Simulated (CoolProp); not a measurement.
Vapour-liquid equilibrium of m-xylene (1) + o-xylene (2) at 316.3 K; x and y are mole fractions of (1).

Computed with CoolProp (multi-fluid Helmholtz-energy mixture model, Zhou 2012 and Zhou 2012; pair parameters Bell 2016).

```
x     bubble pressure (MPa)  y at the bubble point  dew pressure at overall composition x (MPa)  liquid density (mol/L)
----  ---------------------  ---------------------  -------------------------------------------  ----------------------
0.05                    [?]                  0.060                                     0.002446                   8.098
0.2                0.002530                    [?]                                     0.002514                   8.075
0.35               0.002615                  0.399                                     0.002589                     [?]
0.5                0.002702                  0.553                                     0.002671                     [?]
0.65               0.002788                  0.696                                     0.002759                     [?]
0.8                0.002871                  0.830                                     0.002852                   7.982
0.95               0.002949                  0.958                                     0.002944                     [?]
```

### Question
Complete the blanks.

### Answer

- 0.05, bubble pressure (MPa): 0.002450
- 0.2, y at the bubble point: 0.234
- 0.35, liquid density (mol/L): 8.052
- 0.5, liquid density (mol/L): 8.028
- 0.65, liquid density (mol/L): 8.005
- 0.95, liquid density (mol/L): 7.959

No azeotrope shows between x = 0.05 and 0.95.

Pair parameters are fitted to limited data, so mixtures are less certain than the pure fluids.
